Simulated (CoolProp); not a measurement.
Vapour-liquid equilibrium of n-heptane (1) + m-xylene (2) at 1.99 bar; x and y are mole fractions of (1).

Computed with CoolProp (multi-fluid Helmholtz-energy mixture model, Span 2003 and Zhou 2012; pair parameters Bell 2016).

Problem. Give the bubble temperature and the first vapour's composition at x = 0.45, 0.55, 0.85. Is there an azeotrope?

Solution. x = 0.45: 412.6 K, y = 0.686; x = 0.55: 409.1 K, y = 0.760; x = 0.85: 400.1 K, y = 0.930. No azeotrope shows between x = 0.05 and 0.95.

The pair parameters rest on a limited set of measurements; away from them the model extrapolates.
